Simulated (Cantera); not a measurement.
An isothermal, constant-pressure homogeneous reactor starts with C2H6 : N2 = 1 : 1.6 (molar parts), at 1450 K and 20.0 Torr.

Cantera simulation using GRI-Mech 3.0 (53 species, 325 reactions); the numbers are that mechanism's predictions, not measurements. GRI-Mech 3.0 stops at C3 and has no aromatics, soot or wall deposition, so with more carbon than oxygen in the feed, carbon stays in small species such as C2H2 where larger ones or solid carbon would form. Radical loss at walls, strong at low pressure, is not modelled.

x: mole fraction; the columns are a selection and need not sum to one.

| t (s) | x C2H6 | x H2 | x HCN | x H | x CH3 | x C2H4 |
|---|---|---|---|---|---|---|
| 3.00e-5 | 0.384 | 2.17e-5 | <1e-12 | 3.02e-6 | 0.00111 | 2.33e-5 |
| 0.000191 | 0.372 | 0.00407 | (withheld) | 7.22e-5 | 0.00499 | 0.00433 |
| 0.00121 | 0.223 | 0.0778 | (withheld) | 0.000179 | 0.00940 | 0.0873 |
| 0.00771 | 0.0114 | 0.209 | 3.14e-8 | 0.000171 | 0.00217 | 0.147 |
| 0.0490 | 0.000106 | 0.266 | 3.09e-8 | 2.63e-5 | 0.000223 | 0.0813 |
| 0.311 | 1.36e-5 | 0.302 | 2.95e-8 | 1.30e-5 | 9.40e-5 | 0.0296 |
| 1.98 | 1.52e-5 | 0.326 | 2.88e-8 | 1.72e-5 | 0.000108 | 0.00111 |
| 12.6 | 9.75e-6 | 0.351 | 2.99e-8 | 2.00e-5 | 8.87e-5 | 0.00106 |
| 80.0 | 1.41e-6 | 0.409 | (withheld) | 3.16e-5 | 3.63e-5 | 0.00111 |

Some entries are withheld; supply them.


- 0.000191, x HCN: 1.09e-9
- 0.00121, x HCN: 1.80e-8
- 80.0, x HCN: 3.80e-8
